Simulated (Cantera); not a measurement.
An isothermal, constant-pressure homogeneous reactor starts with CH4 : H2 : H = 0.014 : 1 : 0.0081 (molar parts), at 1500 K and 7300 Pa.

Computed with Cantera and GRI-Mech 3.0 (53 species, 325 reactions). GRI-Mech 3.0 stops at C3 and has no aromatics, soot or wall deposition, so with more carbon than oxygen in the feed, carbon stays in small species such as C2H2 where larger ones or solid carbon would form.

One state of this run: x CH4 = 0.0128; x H2 = 0.987; x H = 6.16e-5; x C2H = 5.53e-11; x CH2 = 8.27e-10. x: mole fraction; the columns are a selection and need not sum to one.

### Question
Which value of t (s) does it belong to?
(A) 0.926
(B) 0.0368
(C) 0.00429
(D) 68.3

### Answer
A, 0.926
